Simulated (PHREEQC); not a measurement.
Make-up at 25 °C: 0.016 mol AgNO3 and 0.14 mol KBr per kg of water. Closed to the air; pH follows from the charge balance.

Model: ion-association model, wateq4f.dat, run in PHREEQC.

```tsv
quantity	before	after
pH	6.98	6.98
Ag+ (mol/kgw)	2.97e-8	1.08e-9
SI of Ag2O (Ag2O)	-13.92	-16.79
```

Q: What was changed between the two runs?
A. 0.0033 mol/kgw CaBr2 added
B. AgNO3 from 0.016 to 0.0016 mol/kgw
C. KBr left out
D. temperature from 25 to 50 °C
E. KBr replaced by BaBr2 at the same molality

A: B, AgNO3 from 0.016 to 0.0016 mol/kgw

Precipitation was switched off in this run. Some of these states are supersaturated (in Bromyrite, for instance).
